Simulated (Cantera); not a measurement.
A Cantera script and its output.

```python
import numpy as np
import cantera as ct

gas = ct.Solution("gri30.yaml", transport_model="mixture-averaged")
show = ['CO2', 'NH3', 'C2H2']

rows = []
print(f"{'T/K':>7s}{'rho':>11s}{'cp':>10s}{'mu':>11s}{'lambda':>11s}{'Pr':>7s}" + "".join(f"{'D_' + s:>11s}" for s in show))
for T in [400, 550, 700, 850, 1000, 1150, 1300, 1450, 1600]:
    gas.TPX = T, 25, {'C3H8': 0.8, 'CH4': 0.38}
    Pr = gas.cp_mass * gas.viscosity / gas.thermal_conductivity
    D = [gas.mix_diff_coeffs_mole[gas.species_index(s)] for s in show]
    rows.append([gas.density, gas.cp_mass, gas.viscosity, gas.thermal_conductivity, Pr, *D])
    print(f"{T:7g}{gas.density:11.4e}{gas.cp_mass:10.1f}{gas.viscosity:11.4e}"
          f"{gas.thermal_conductivity:11.4e}{Pr:7.3f}" + "".join(f"{d:11.4e}" for d in D))
print("SI units: kg/m3, J/kg/K, Pa s, W/m/K, m2/s")
```

Result:

```
    T/K        rho        cp         mu     lambda     Pr      D_CO2      D_NH3     D_C2H2
    400 2.6357e-04    2191.7 1.1673e-05 3.6147e-02  0.708 6.8559e-02 9.5647e-02 7.4816e-02
    550 1.9168e-04    2791.4 1.5328e-05 5.9632e-02  0.718 1.2357e-01 1.7660e-01 1.3413e-01
    700 1.5061e-04    3298.9 1.8563e-05 8.4723e-02  0.723 1.9053e-01 2.7690e-01 2.0611e-01
    850 1.2403e-04    3709.4 2.1492e-05 1.1009e-01  0.724 2.6819e-01 3.9436e-01 2.8945e-01
   1000 1.0543e-04    4052.5 2.4190e-05 1.3516e-01  0.725 3.5563e-01 5.2737e-01 3.8323e-01
   1150 9.1675e-05    4308.3 2.6705e-05 1.5964e-01  0.721 4.5221e-01 6.7476e-01 4.8674e-01
   1300 8.1097e-05    4530.8 2.9074e-05 1.8341e-01  0.718 5.5739e-01 8.3562e-01 5.9946e-01
   1450 7.2708e-05    4723.3 3.1324e-05 2.0643e-01  0.717 6.7078e-01 1.0092e+00 7.2096e-01
   1600 6.5892e-05    4889.1 3.3473e-05 2.2867e-01  0.716 7.9203e-01 1.1950e+00 8.5088e-01
SI units: kg/m3, J/kg/K, Pa s, W/m/K, m2/s
```

Cantera simulation using GRI-Mech 3.0 (53 species, 325 reactions); the numbers are that mechanism's predictions, not measurements. The composition is frozen, though it would react at the higher temperatures.
